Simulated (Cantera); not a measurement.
An adiabatic, constant-pressure homogeneous reactor starts with 5.65 % H₂, 7.86 % O₂, 86.5 % N₂, equivalence ratio 0.36, at 1050 K and 1.01 bar.

Detailed kinetics in Cantera: the H2/O2 subset of GRI-Mech 3.0, which has no nitrogen chemistry.

Predict: time of steepest temperature rise; temperature at 7.00 s; equilibrium temperature; x(H₂) at 7.00 s; x(O₂) at 7.00 s; x(H₂O) at 7.00 s; x(H) at 7.00 s; x(HO₂) at 7.00 s; x(OH) at 7.00 s; x(O) at 7.00 s.


```json
{
 "time_of_steepest_temperature_rise": "0.372 ms",
 "temperature at 7.00 s": "1467 K",
 "equilibrium_temperature": "1467 K",
 "x(H₂) at 7.00 s": "3.07e-7 (gas-phase equilibrium 3.07e-7)",
 "x(O₂) at 7.00 s": "0.0518 (gas-phase equilibrium 0.0518)",
 "x(H₂O) at 7.00 s": "0.0582 (gas-phase equilibrium 0.0582)",
 "x(H) at 7.00 s": "6.47e-9 (gas-phase equilibrium 6.47e-9)",
 "x(HO₂) at 7.00 s": "4.07e-8 (gas-phase equilibrium 4.07e-8)",
 "x(OH) at 7.00 s": "3.12e-5 (gas-phase equilibrium 3.12e-5)",
 "x(O) at 7.00 s": "5.80e-7 (gas-phase equilibrium 5.80e-7)"
}
```
